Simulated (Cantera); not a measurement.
A perfectly stirred reactor is fed with N2O : O2 = 0.21 : 0.29 (molar parts), at 0.365 atm; it is held at 1250 K, and followed from long to short residence time.

Detailed kinetics in Cantera: GRI-Mech 3.0 (53 species, 325 reactions). GRI-Mech 3.0 was tuned for natural gas; its chemistry of N2O as a main component is partial and can be far from experiment. The mechanism lacks the step 2 NO + O2 → 2 NO2, which can matter for NO2 below about 1400 K. The temperature is held fixed by assumption; the heat of reaction is taken as removed at once.

x: mole fraction; the columns are a selection and need not sum to one.

| τ (s) | x N2O | x O2 | x NO | x N2 | x NO2 | x O |
|---|---|---|---|---|---|---|
| 0.94 | 0.262 | 0.600 | 0.0157 | 0.123 | 6.30e-5 | 3.46e-6 |
| 0.35 | 0.341 | 0.590 | 0.00803 | 0.0611 | 3.12e-5 | 3.65e-6 |
| 0.13 | 0.386 | 0.584 | 0.00345 | 0.0260 | 1.24e-5 | 3.73e-6 |
| 0.049 | 0.407 | 0.582 | 0.00138 | 0.0103 | 4.15e-6 | 3.76e-6 |
| 0.019 | 0.415 | 0.581 | ? | ? | ? | 3.77e-6 |
| 0.0069 | 0.418 | 0.580 | 0.000200 | 0.00150 | 2.32e-7 | 3.76e-6 |
| 0.0026 | 0.419 | 0.580 | ? | ? | ? | 3.73e-6 |
| 0.00097 | 0.420 | 0.580 | 2.75e-5 | 0.000209 | 5.80e-9 | 3.65e-6 |
| 0.00037 | 0.420 | 0.580 | 9.99e-6 | 7.78e-5 | 7.92e-10 | 3.47e-6 |

Question: Fill in the missing entries.

Answer: 
- 0.019, x NO: 0.000548
- 0.019, x N2: 0.00409
- 0.019, x NO2: 1.17e-6
- 0.0026, x NO: 7.52e-5
- 0.0026, x N2: 0.000564
- 0.0026, x NO2: 3.97e-8
